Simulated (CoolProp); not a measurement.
A single-stage vapour-compression cycle with carbonyl sulfide: evaporating at 267.15 K (dew point), condensing at 288.15 K (bubble point), superheat 8 K, subcooling 2 K, compressor efficiency 0.9, no pressure losses. Each further row changes one setting.

Model: reference Helmholtz-energy equation of state, Lemmon 2006, in CoolProp. It is a short technical equation, of lower accuracy than the large ones.

```
case                              cooling COP  pressure ratio  discharge temperature (K)  refrigerating effect (kJ/kg)  volumetric capacity (kJ/m³)
--------------------------------  -----------  --------------  -------------------------  ----------------------------  ---------------------------
as stated                                10.4            1.83                      316.3                           257                         3990
evaporating temperature 272.15 K         14.1            1.57                      311.1                           259                         4640
condensing temperature 283.15 K          13.9            1.60                      306.8                           264                         4090
subcooling 7 K                           10.6            1.83                      316.3                           264                         4090
superheat 18 K                           10.2            1.83                      327.2                           265                         3920
compressor efficiency 0.8                9.22            1.83                      320.2                           257                         3990
```
